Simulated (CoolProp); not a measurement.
Vapour-liquid equilibrium of R113 (1) + n-heptane (2) at 0.0167 MPa; x and y are mole fractions of (1).

Model: multi-fluid Helmholtz-energy mixture model, Marx 1992 and Span 2003; pair parameters Bell 2016, in CoolProp.

### Question
Give the bubble temperature and the first vapour's composition at x = 0.15, 0.75, 0.85. Is there an azeotrope?

### Answer
x = 0.15: 29.4 °C, y = 0.610; x = 0.75: 6.6 °C, y = 0.956; x = 0.85: 4.8 °C, y = 0.974. No azeotrope shows between x = 0.05 and 0.95.

The pair parameters rest on a limited set of measurements; away from them the model extrapolates.
